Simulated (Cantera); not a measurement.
Cantera run:

```python
import numpy as np
import cantera as ct

gas_names = [...]  # 154 gases of nasa_gas.yaml made of C, Fe, H, N, O, S
cond_names = """
    C(gr) C6H6(L) C7H8(L) C8H18(L),n-octa Fe(a) Fe(c) Fe(d) Fe(L) FeC5O5(L) FeO(s) FeO(L) Fe(OH)2(s)
    Fe(OH)3(s) FeS(a) FeS(b) FeS(c) FeS(L) FeSO4(s) FeS2(s) Fe2O3(s) Fe2S3O12(s) Fe3O4(s) H2O(s) H2O(L)
    H2SO4(L) S(cr1) S(cr2) S(L)
""".split()


# ... load() reads the species with a 1 bar reference pressure and builds the phases ...
atoms = {
    'Fe': {'Fe': 1},
    'SO2': {'S': 1, 'O': 2},
    'CO': {'C': 1, 'O': 1},
    'NH3': {'N': 1, 'H': 3},
}
top_T = {'C(gr)': 4500, 'FeSO4(s)': 950, 'FeS2(s)': 1010, 'Fe2O3(s)': 1830, 'Fe2S3O12(s)': 1100, 'Fe3O4(s)': 1870}  # K; cautious upper limits of use, not melting points


# ... equilibrate(T, P, feed) seeds the gas with the atoms and calls Mixture.equilibrate('TP', solver="vcs", rtol=1e-11, max_steps=5000) ...
results = []
feed = {'Fe': 1, 'SO2': 1.9, 'CO': 58, 'NH3': 3.5}  # mol
T = 1073  # K
for P in [10, 61, 370, 2200, 13000, 82000, 500000, 3000000]:
    mix = equilibrate(T, P, feed)
    results.append((T, P, feed, dict(zip(mix.species_names, mix.species_moles))))
    x = sorted(zip(gas.X, gas.species_names), reverse=True)
    print(f"T = {T:g} K  P = {P:g} Pa  gas = {mix.phase_moles(0):.4g} mol")
    print("   x: " + "  ".join(f"{s} {v:.3e}" for v, s in x if v > 0.0001))
    print("   condensed (mol): " + ("  ".join(f"{mix.phase(i).name} {mix.phase_moles(i):.4g}"
          for i in range(1, mix.n_phases) if mix.phase_moles(i) > 1e-12) or "none"))
```

Result:

```
T = 1073 K  P = 10 Pa  gas = 65.31 mol
   x: CO 8.331e-01  H2 7.280e-02  CO2 5.385e-02  N2 2.680e-02  S2 4.668e-03  H2O 4.344e-03  H2S 3.235e-03  COS 1.169e-03
   condensed (mol): FeS(c) 1
T = 1073 K  P = 61 Pa  gas = 65.18 mol
   x: CO 8.335e-01  H2 7.036e-02  CO2 5.410e-02  N2 2.685e-02  H2S 5.957e-03  H2O 4.217e-03  S2 2.778e-03  COS 2.228e-03
   condensed (mol): FeS(c) 1
T = 1073 K  P = 370 Pa  gas = 65.06 mol
   x: CO 8.337e-01  H2 6.811e-02  CO2 5.435e-02  N2 2.690e-02  H2S 8.473e-03  H2O 4.099e-03  COS 3.275e-03  S2 9.888e-04
   condensed (mol): FeS(c) 1
T = 1073 K  P = 2200 Pa  gas = 65.01 mol
   x: CO 8.338e-01  H2 6.716e-02  CO2 5.446e-02  N2 2.692e-02  H2S 9.541e-03  H2O 4.050e-03  COS 3.741e-03  S2 2.169e-04
   condensed (mol): FeS(c) 1
T = 1073 K  P = 13000 Pa  gas = 65 mol
   x: CO 8.339e-01  H2 6.693e-02  CO2 5.449e-02  N2 2.692e-02  H2S 9.786e-03  H2O 4.038e-03  COS 3.850e-03
   condensed (mol): FeS(c) 1
T = 1073 K  P = 82000 Pa  gas = 63.61 mol
   x: CO 8.103e-01  CO2 7.582e-02  H2 6.634e-02  N2 2.751e-02  H2S 1.013e-02  H2O 5.731e-03  COS 3.908e-03  CH4 1.658e-04
   condensed (mol): C(gr) 1.374  FeS(c) 1
T = 1073 K  P = 500000 Pa  gas = 53.59 mol
   x: CO 6.069e-01  CO2 2.593e-01  H2 5.995e-02  N2 3.265e-02  H2O 2.365e-02  H2S 1.270e-02  COS 4.059e-03  CH4 8.258e-04
   condensed (mol): C(gr) 11.32  FeS(c) 1
T = 1073 K  P = 3e+06 Pa  gas = 44.24 mol
   x: CO2 4.970e-01  CO 3.430e-01  H2O 5.591e-02  H2 4.179e-02  N2 3.955e-02  H2S 1.614e-02  COS 4.184e-03  CH4 2.407e-03
   condensed (mol): C(gr) 20.55  FeS(c) 1
```

Cantera equilibrium calculation (NASA polynomials, part measured and part estimated; ideal gas, pure solids and liquids). FeS: taken at fixed stoichiometry. Gases not in the tables: S3 to S7.
